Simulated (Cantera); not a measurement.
Adiabatic ignition

An adiabatic, constant-pressure homogeneous reactor starts with 11.8 % CH₄, 2.47 % C₂H₆, 1.05 % C₃H₈, 17.8 % O₂, 66.9 % N₂, at 1048 K and 750 Torr.

Detailed kinetics in Cantera: GRI-Mech 3.0 (53 species, 325 reactions).

| t (s) | T (K) | x CH₄ | x C₂H₆ | x C₃H₈ | x C₂H | x H₂O | x HO₂ | x C₂H₄ |
|---|---|---|---|---|---|---|---|---|
| 2.00e-6 | 1048 | 0.118 | 0.0247 | 0.0105 | <1e-12 | 1.09e-12 | 2.77e-10 | 2.04e-10 |
| 5.49e-6 | 1048 | 0.118 | 0.0247 | 0.0105 | <1e-12 | 1.17e-11 | 1.29e-9 | 1.15e-9 |
| 1.51e-5 | 1048 | 0.118 | 0.0247 | 0.0105 | <1e-12 | 7.45e-11 | 5.20e-9 | 5.00e-9 |
| 4.13e-5 | 1048 | 0.118 | 0.0247 | 0.0105 | <1e-12 | 3.83e-10 | 1.74e-8 | 1.74e-8 |
| 0.000113 | 1048 | 0.118 | 0.0247 | 0.0105 | <1e-12 | 2.17e-9 | 5.59e-8 | 5.88e-8 |
| 0.000311 | 1048 | 0.118 | 0.0247 | 0.0105 | <1e-12 | 1.44e-8 | 1.91e-7 | 2.20e-7 |
| 0.000854 | 1048 | 0.118 | 0.0247 | 0.0105 | <1e-12 | 1.18e-7 | 6.88e-7 | 9.46e-7 |
| 0.00234 | 1048 | 0.118 | 0.0247 | 0.0105 | <1e-12 | 1.38e-6 | 2.38e-6 | 4.89e-6 |
| 0.00643 | 1048 | 0.118 | 0.0247 | 0.0105 | <1e-12 | 2.96e-5 | 8.76e-6 | 4.75e-5 |
| 0.0176 | 1052 | 0.117 | 0.0240 | 0.0101 | <1e-12 | 0.00107 | 3.17e-5 | 0.00109 |
| 0.0484 | 2108 | 3.32e-5 | 7.71e-11 | <1e-12 | 6.25e-9 | 0.110 | 1.04e-10 | 2.27e-8 |
| 0.133 | 2108 | 1.74e-10 | <1e-12 | <1e-12 | <1e-12 | 0.110 | 1.13e-10 | <1e-12 |
| 0.364 | 2108 | 1.59e-10 | <1e-12 | <1e-12 | <1e-12 | 0.110 | 1.13e-10 | <1e-12 |
| 1.00 | 2108 | 1.57e-10 | <1e-12 | <1e-12 | <1e-12 | 0.110 | 1.14e-10 | <1e-12 |
x: mole fraction; the columns are a selection and need not sum to one.

| Quantity | Value |
|---|---|
| time of steepest temperature rise | 31.2 ms |
| temperature at 1.00 s | 2108 K |
| equilibrium temperature | 2108 K |
| x(CH₄) at 1.00 s | 1.57e-10 (gas-phase equilibrium 1.80e-10) |
| x(C₂H₆) at 1.00 s | <1e-12 (gas-phase equilibrium <1e-12) |
| x(C₃H₈) at 1.00 s | <1e-12 (gas-phase equilibrium <1e-12) |
